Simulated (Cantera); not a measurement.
Feed: 1 mol Al2O3, 0.012 mol C, 3 mol N2, equilibrated at 1475 K and 10000 Pa.

Method: chemical equilibrium by Gibbs-energy minimisation in Cantera with the NASA 1993 tables (ideal gas, pure condensed phases). Candidate condensed phases: Al, AlN, Al2O3, C; 32 gas species. Mutual solubility and eutectic melting of coexisting phases are not modelled. Equilibrium is a limit: real reactors are often held back by kinetics, nucleation or transport.

Base state: N2 0.996, CO 0.00399 (mole fractions); condensed: AlN(s) + Al2O3(s).

**Question.** What changes in the equilibrium state with this change: C from 0.012 to 0.52 mol?

**Answer.** 
```csv
species,before,after
N2,0.996,0.952
CO,0.00399,0.0479
"AlN(s), mol",0.00800,0.0991
"Al2O3(s), mol",0.996,0.950
"C(graphite), mol",0,0.371
```

**Question.** What changes in the equilibrium state with this change: 1.2 mol NH3 added?

**Answer.** 
| species | before | after |
|---|---|---|
| N2 | 0.996 | 0.665 |
| H2 | 0 | 0.333 |
| CO | 0.00399 | 0.00220 |
| H | 0 | 2.37e-5 |
| HCN | 0 | 2.15e-5 |
| AlN(s), mol | 0.00800 | 0.00793 |
| Al2O3(s), mol | 0.996 | 0.996 |
Further candidate phases: C6H6, C7H8, C8H18, H2O.
